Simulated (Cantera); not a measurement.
Transport properties of process gases

Gas mixture: 30.0 % N2, 26.4 % NH3, 43.6 % C3H8, at 0.00987 atm, frozen composition.

Cantera's kinetic-theory transport with the Lennard-Jones parameters of GRI-Mech 3.0, ideal gas; thermal conductivity in the mixture-averaged form. Polar gases are described roughly by these parameters. The composition is frozen, though it would react at the higher temperatures.

| T (K) | ρ (kg/m³) | cp (J/kg/K) | μ (µPa s) | λ (mW/m/K) | Pr | D (cm²/s) CO2 | D (cm²/s) NH3 | D (cm²/s) N2 |
|---|---|---|---|---|---|---|---|---|
| 400 | 0.00966 | 1868 | 13.9 | 34.5 | 0.753 | 19.6 | 25.1 | 24.1 |
| 600 | 0.00644 | 2400 | 19.6 | 58.8 | 0.801 | 41.5 | 54.2 | 49.6 |
| 800 | 0.00483 | 2816 | 24.6 | 83.7 | 0.829 | 69.2 | 91.7 | 81.7 |
| 1000 | 0.00387 | 3141 | 29.1 | 108 | 0.846 | 102 | 137 | 120 |
| 1200 | 0.00322 | 3370 | 33.2 | 132 | 0.850 | 140 | 188 | 163 |
| 1400 | 0.00276 | 3561 | 37.0 | 154 | 0.854 | 182 | 245 | 211 |
D: mixture-averaged diffusion coefficient of that species in the mixture.
